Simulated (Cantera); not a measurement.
Hydrogen reduction and annealing atmospheres: Cr2O3 + H2

A closed system holds: 1 mol Cr2O3, a varied amount of H2, equilibrated at 750 Torr.

Method: chemical equilibrium by Gibbs-energy minimisation in Cantera with the NASA 1993 tables (ideal gas, pure condensed phases). Candidate condensed phases: Cr, Cr2O3, H2O; 13 gas species. Mutual solubility and eutectic melting of coexisting phases are not modelled. The numbers say what is thermodynamically allowed, not how fast it happens.

Stable condensed phases:

```
T in K \ n(H2) in mol
          21  28  37  49  66  87 120 150 210 270 360 480 640
   1725    A   A   A   A   A   A   A   A   A   A   A   A   A
   1625    A   A   A   A   A   A   A   A   A   A   A   A   A
   1525    A   A   A   A   A   A   A   A   A   A   A   A   A
   1425    A   A   A   A   A   A   A   A   A   A   A   A   A
   1325    A   A   A   A   A   A   A   A   A   A   A   A   A
   1225    A   A   A   A   A   A   A   A   A   A   A   A   A
   1125    A   A   A   A   A   A   A   A   A   A   A   A   A
   1025    B   A   A   A   A   A   A   A   A   A   A   A   A
    925    B   B   B   B   B   B   B   A   A   A   A   A   A
```

A: Cr + Cr2O3; B: Cr2O3.
